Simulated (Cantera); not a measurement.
An adiabatic, constant-volume homogeneous reactor starts with CH4 : O2 : N2 : CO2 = 1 : 5 : 18.8 : 0.87 (molar parts), at 1550 K and 3750 Torr.

Cantera simulation using GRI-Mech 3.0 (53 species, 325 reactions); the numbers are that mechanism's predictions, not measurements.

x: mole fraction; the columns are a selection and need not sum to one.

| t (s) | T (K) | P (bar) | x CH4 | x O2 | x CH2CO | x O | x H | x C2H6 | x HCN |
|---|---|---|---|---|---|---|---|---|---|
| 2.00e-6 | 1550 | 5.00 | 0.0390 | 0.195 | <1e-12 | 1.45e-8 | 1.21e-8 | 1.28e-10 | <1e-12 |
| 4.43e-6 | 1550 | 5.00 | 0.0390 | 0.195 | <1e-12 | 2.14e-8 | 1.49e-8 | 1.69e-9 | <1e-12 |
| 9.80e-6 | 1550 | 5.00 | 0.0389 | 0.195 | <1e-12 | [?] | [?] | [?] | <1e-12 |
| 2.17e-5 | 1550 | 5.00 | 0.0389 | 0.195 | 1.17e-11 | 1.07e-7 | 5.11e-8 | 4.71e-7 | <1e-12 |
| 4.80e-5 | 1550 | 5.00 | 0.0387 | 0.195 | [?] | [?] | [?] | [?] | <1e-12 |
| 0.000106 | 1561 | 5.04 | 0.0369 | 0.193 | 1.28e-6 | 2.48e-6 | 2.28e-6 | 0.000299 | <1e-12 |
| 0.000235 | 2494 | 8.08 | <1e-12 | 0.115 | <1e-12 | 0.00169 | 0.000183 | <1e-12 | 2.28e-12 |
| 0.000521 | 2492 | 8.07 | <1e-12 | 0.115 | <1e-12 | 0.00167 | 0.000181 | <1e-12 | 2.40e-12 |
| 0.00115 | 2488 | 8.06 | <1e-12 | 0.114 | <1e-12 | 0.00164 | 0.000177 | <1e-12 | 2.64e-12 |
| 0.00255 | 2481 | 8.04 | <1e-12 | 0.113 | <1e-12 | 0.00157 | 0.000170 | <1e-12 | 2.98e-12 |
| 0.00565 | 2472 | 8.00 | <1e-12 | 0.111 | <1e-12 | 0.00149 | 0.000160 | <1e-12 | 3.27e-12 |
| 0.0125 | 2464 | 7.98 | <1e-12 | 0.109 | <1e-12 | 0.00142 | 0.000152 | <1e-12 | 3.38e-12 |
| 0.0277 | 2461 | 7.97 | <1e-12 | 0.108 | <1e-12 | 0.00140 | 0.000150 | <1e-12 | 3.40e-12 |
| 0.0612 | 2461 | 7.97 | <1e-12 | 0.108 | <1e-12 | 0.00140 | 0.000150 | <1e-12 | 3.40e-12 |
| 0.136 | 2461 | 7.97 | <1e-12 | 0.108 | <1e-12 | 0.00140 | 0.000150 | <1e-12 | 3.40e-12 |
| 0.300 | 2461 | 7.97 | <1e-12 | 0.108 | <1e-12 | 0.00140 | 0.000150 | <1e-12 | 3.40e-12 |

### Question
Fill in the missing entries.

### Answer

- 9.80e-6, x O: 4.05e-8
- 9.80e-6, x H: 2.27e-8
- 9.80e-6, x C2H6: 2.47e-8
- 4.80e-5, x CH2CO: 2.76e-9
- 4.80e-5, x O: 4.17e-7
- 4.80e-5, x H: 2.20e-7
- 4.80e-5, x C2H6: 1.33e-5
